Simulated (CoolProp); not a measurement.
Vapour-liquid equilibrium of toluene (1) + m-xylene (2) at 501.1 K; x and y are mole fractions of (1).

The numbers come from the multi-fluid Helmholtz-energy mixture model, Lemmon 2006 and Zhou 2012; pair parameters Bell 2016 in CoolProp.

Give the bubble pressure and the first vapour's composition at x = 0.5, 0.65, 0.95. Is there an azeotrope?

x = 0.5: 9.516 bar, y = 0.610; x = 0.65: 10.29 bar, y = 0.739; x = 0.95: 11.74 bar, y = 0.964. No azeotrope shows between x = 0.05 and 0.95.

The pair parameters rest on a limited set of measurements; away from them the model extrapolates.
